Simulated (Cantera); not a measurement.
Cantera with NASA thermochemical tables; ideal gases at 1 bar, condensed phases pure. Values are per mole of reaction as written; species without (g) are pure solids or liquids, kept so even where they would boil at 1 bar. The tables' values for C2F4 are old estimates.

CCl4(g) + 4 F(g) = CF4(g) + 4 Cl(g), with ΔH° = -669.7 kJ and ΔS° = -23.1 J/K at 300 K.

How far is the shortcut ΔG° ≈ ΔH°(300 K) − T·ΔS°(300 K) from the full temperature-dependent value at 1423, 1473, 1523, 1573, 1623 K?


| T (K) | shortcut (kJ) | full (kJ) | difference (kJ) | difference in log10 K |
|---|---|---|---|---|
| 1423 | -636.9 | -622.6 | -14.3 | 0.52 |
| 1473 | -635.7 | -620.7 | -15.1 | 0.53 |
| 1523 | -634.6 | -618.8 | -15.8 | 0.54 |
| 1573 | -633.4 | -616.8 | -16.6 | 0.55 |
| 1623 | -632.3 | -614.9 | -17.3 | 0.56 |
The shortcut ignores the heat-capacity change of the reaction.
